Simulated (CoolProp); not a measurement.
Aqueous lithium chloride as a coolant, at 34 °C, 1 atm.

The numbers come from the Melinder's fits for secondary coolants in CoolProp.

```tsv
mass %	freezing point (°C)	density (kg/m³)	cp (kJ/(kg K))	conductivity (W/(m K))	viscosity (mPa s)
5.4	-5.6	[?]	3.902	[?]	0.890
7	-7.7	1035	3.827	0.602	0.940
8.5	-9.8	1043	3.761	0.598	0.990
10	-12.2	1052	3.697	0.595	1.05
11.6	-15.2	[?]	3.633	0.591	1.11
13.1	-18.6	1070	[?]	0.587	1.18
14.6	-22.7	1079	3.518	[?]	1.25
16.1	-27.6	1087	3.465	[?]	1.34
17.7	-33.7	1097	3.411	0.577	1.44
19.2	-40.2	[?]	3.364	[?]	1.54
```

Question: What belongs in the gaps?

Answer: 
- 5.4, density (kg/m³): 1025
- 5.4, conductivity (W/(m K)): 0.607
- 11.6, density (kg/m³): 1061
- 13.1, cp (kJ/(kg K)): 3.574
- 14.6, conductivity (W/(m K)): 0.583
- 16.1, conductivity (W/(m K)): 0.580
- 19.2, density (kg/m³): 1106
- 19.2, conductivity (W/(m K)): 0.573
